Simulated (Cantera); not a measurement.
## Ignition delay

Mixture: 17.7 % H2, 20.5 % O2, 61.7 % N2, 0.136 % H2O, equivalence ratio 0.43, at 760 Torr, adiabatic and at constant volume. Ignition delay is the time to a rise of 400 K.

Model: the H2/O2 subset of GRI-Mech 3.0, which has no nitrogen chemistry, integrated in Cantera. Where the delays flatten at high temperature, the 400 K rule measures the pace of heat release, not the induction time.

```csv
T0 (K),delay (ms)
1275,0.0300
1350,0.0232
1425,0.0191
1500,0.0168
1575,0.0156
1650,0.0152
```
